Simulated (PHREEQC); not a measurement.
Consider water at 25 °C with 0.66 mol KOH, 0.0002 mol K2SO4 and 9e-05 mol CO2 per kg of water. Closed to the air; pH follows from the charge balance.

Equilibrium calculation in PHREEQC: ion-association model, phreeqc.dat.

Each row changes one thing in this solution. This is a speciation only: nothing precipitates in the calculation.

```csv
case,pH,ionic strength (mol/kgw),SO4-2 (mol/kgw),KSO4- (mol/kgw)
as made,13.61,0.660,0.000112,8.80e-5
temperature from 25 to 50 °C,12.87,0.660,9.55e-5,0.000105
KOH from 0.66 to 0.726 mol/kgw,(withheld),0.727,0.000109,9.07e-5
CO2 left out,13.61,0.660,0.000112,8.80e-5
CO2 from 9e-05 to 9.9e-05 mol/kgw,13.61,0.660,0.000112,8.80e-5
KOH from 0.66 to 0.594 mol/kgw,(withheld),0.595,0.000115,8.51e-5
K2SO4 from 0.0002 to 0.001 mol/kgw,13.61,0.662,0.000560,0.000440
diluted 10-fold with water,(withheld),0.0661,1.68e-5,3.23e-6
0.065 mol/kgw H3PO4 added,13.44,(withheld),0.000117,8.25e-5
```

Task: What belongs in the gaps?

Result: 
- KOH from 0.66 to 0.726 mol/kgw, pH: 13.65
- KOH from 0.66 to 0.594 mol/kgw, pH: 13.57
- diluted 10-fold with water, pH: 12.71
- 0.065 mol/kgw H3PO4 added, ionic strength (mol/kgw): 0.855

The ionic strength passes 0.7 mol/kgw, the rough limit of the ion-association models, in KOH from 0.66 to 0.726 mol/kgw; 0.065 mol/kgw H3PO4 added. Constants without temperature data keep their 25 °C values here.
